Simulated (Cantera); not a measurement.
Source: NASA polynomial tables (part measured, part estimated), evaluated in Cantera. Values are per mole of reaction as written; species without (g) are pure solids or liquids, kept so even where they would boil at 1 bar.

H₂O(g) + Cu₂O = Cu + Cu(OH)₂

```
T (K)  ΔH° (kJ)  ΔS° (J/K)  ΔG° (kJ)  log10 K
-----  --------  ---------  --------  -------
448       -34.4     -130.3      24.0    -2.80
498         [?]        [?]       [?]      [?]
548       -32.0     -125.5      36.8    -3.50
598       -30.8     -123.4      43.0    -3.75
648         [?]        [?]       [?]      [?]
698       -28.3     -119.5      55.1    -4.13
748       -27.0     -117.7      61.1    -4.26
798       -25.7     -116.0      66.9    -4.38
848       -24.3     -114.4      72.7    -4.48
898       -23.0     -112.8      78.3    -4.56
```

Question: What belongs in the gaps?

Answer: 
- 498, ΔH° (kJ): -33.2
- 498, ΔS° (J/K): -127.8
- 498, ΔG° (kJ): 30.4
- 498, log10 K: -3.19
- 648, ΔH° (kJ): -29.6
- 648, ΔS° (J/K): -121.4
- 648, ΔG° (kJ): 49.1
- 648, log10 K: -3.96
